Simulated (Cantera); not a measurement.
# Ignition delay

Mixture: 14.6 % CH₄, 1.43 % CO, 17.7 % O₂, 66.2 % N₂, equivalence ratio 1.7, at 760 Torr, adiabatic and at constant volume. Ignition delay is the time to a rise of 400 K.

Computed with Cantera and GRI-Mech 3.0 (53 species, 325 reactions).

```tsv
T0 (K)	delay (ms)
1125	202
1225	43.9
1325	11.1
1425	3.21
1525	1.07
1625	0.412
1725	0.185
```

| Quantity | Value |
|---|---|
| apparent activation energy between 1525 and 1725 K | 190 kJ/mol |
